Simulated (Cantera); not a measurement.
A closed system holds: 1 mol SiCl₄, 0.99 mol C₂H₄, 180 mol H₂, equilibrated at 0.260 bar.

These are equilibrium values from Cantera (NASA tables, ideal gas, pure condensed phases), not measurements of a reactor. Candidate condensed phases: C, C₆H₆, C₇H₈, C₈H₁₈, Si, SiC; 109 gas species. Gases not in the tables: Si₂H₆ and higher silanes. The numbers say what is thermodynamically allowed, not how fast it happens.

Q: What share of the Si ends up in condensed phases as a function of T (K), at 1723, 1823, 1923, 2023, 2123, 2223, 2323, 2423?

A: 
```
T (K)  Si condensed (%)      as
-----  ----------------  ------
1723               99.5  SiC(s)
1823               99.3  SiC(s)
1923               98.9  SiC(s)
2023               98.2  SiC(s)
2123               96.5  SiC(s)
2223               91.5  SiC(s)
2323               72.5  SiC(s)
2423               16.3  SiC(s)
```
